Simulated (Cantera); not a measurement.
A closed system holds: 1 mol LiOH, 0.19 mol H2, 5.8 mol O2, equilibrated at 0.133 bar.

These are equilibrium values from Cantera (NASA tables, ideal gas, pure condensed phases), not measurements of a reactor. Candidate condensed phases: H2O, Li, LiH, LiOH, Li2O; 17 gas species. Condensed phases not in the tables: the peroxide. Rates play no part.

What share of the Li ends up in condensed phases as a function of T (K), at 1000, 1100, 1200, 1300, 1400, 1500, 1600, 1700, 1800, 1900, 2000, 2100?


```json
[
 {"T (K)": "1000", "Li condensed (%)": "100.0", "as": "Li2O(s)"},
 {"T (K)": "1100", "Li condensed (%)": "99.9", "as": "Li2O(s)"},
 {"T (K)": "1200", "Li condensed (%)": "99.5", "as": "Li2O(s)"},
 {"T (K)": "1300", "Li condensed (%)": "98.0", "as": "Li2O(s)"},
 {"T (K)": "1400", "Li condensed (%)": "93.7", "as": "Li2O(s)"},
 {"T (K)": "1500", "Li condensed (%)": "83.2", "as": "Li2O(s)"},
 {"T (K)": "1600", "Li condensed (%)": "62.6", "as": "Li2O(s)"},
 {"T (K)": "1700", "Li condensed (%)": "31.2", "as": "Li2O(s)"},
 {"T (K)": "1800", "Li condensed (%)": "0.0", "as": "-"},
 {"T (K)": "1900", "Li condensed (%)": "0.0", "as": "-"},
 {"T (K)": "2000", "Li condensed (%)": "0.0", "as": "-"},
 {"T (K)": "2100", "Li condensed (%)": "0.0", "as": "-"}
]
```
